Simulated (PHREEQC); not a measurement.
Make-up at 9 °C: 0.17 mol/kgw H2SO4 and 0.031 mol/kgw CuSO4. Closed to the air; pH follows from the charge balance.

Computed with PHREEQC (ion-association model, wateq4f.dat).

Precipitation was switched off in this run.

**Question.** Order these S species by the share of S that they hold, largest first: HSO4-, SO4-2, CuSO4.

**Answer.** HSO4- (75 %), SO4-2 (19 %), CuSO4 (5.3 %)

The pH is 0.83 and the ionic strength 0.289 mol/kgw. Constants without temperature data keep their 25 °C values here.
